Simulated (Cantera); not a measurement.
A perfectly stirred reactor is fed with CO : H₂ : O₂ : N₂ = 1 : 1.1 : 1.72 : 6.47 (molar parts), at 2.40 bar; it is adiabatic with a 400 K inlet, and is followed from long to short residence time, starting on the burning branch (τ in s: 0.25, 0.084, 0.028, 0.0095, 0.0032, 0.0011, 0.00036, 0.00012, 4.1e-05, 1.4e-05, 4.7e-06).

Computed with Cantera and GRI-Mech 3.0 (53 species, 325 reactions). The hydrogen kinetics of GRI-Mech 3.0 are dated; newer H2 mechanisms differ, most at raised pressure.

x: mole fraction; the columns are a selection and need not sum to one.

```
τ (s)    T (K)      x CO      x H₂    x O₂    x NO₂      x NO       x O
-------  -----  --------  --------  ------  -------  --------  --------
0.25      2002  0.000461  0.000104  0.0720  8.01e-7  0.000494  0.000140
0.084     2000  0.000652  0.000139  0.0722  3.85e-7  0.000224  0.000181
0.028     1994   0.00112  0.000227  0.0724  2.30e-7  0.000123  0.000285
0.0095    1981   0.00211  0.000420  0.0726  1.57e-7   8.11e-5  0.000521
0.0032    1956   0.00407  0.000811  0.0732  9.90e-8   5.51e-5   0.00101
0.0011    1914         …         …  0.0745        …         …         …
0.00036   1838    0.0138   0.00276  0.0770  3.42e-8   2.67e-5   0.00350
0.00012   1715         …         …  0.0820        …         …         …
4.1e-5    1498    0.0472   0.00881  0.0951  1.17e-8   9.59e-6   0.00606
1.4e-5     400    0.0972     0.107   0.167   <1e-12    <1e-12    <1e-12
4.7e-6     400    0.0972     0.107   0.167   <1e-12    <1e-12    <1e-12
```

Question: Fill in the missing entries.

Answer: 
- 0.0011, x CO: 0.00756
- 0.0011, x H₂: 0.00152
- 0.0011, x NO₂: 5.68e-8
- 0.0011, x NO: 3.69e-5
- 0.0011, x O: 0.00192
- 0.00012, x CO: 0.0243
- 0.00012, x H₂: 0.00466
- 0.00012, x NO₂: 2.40e-8
- 0.00012, x NO: 2.11e-5
- 0.00012, x O: 0.00557
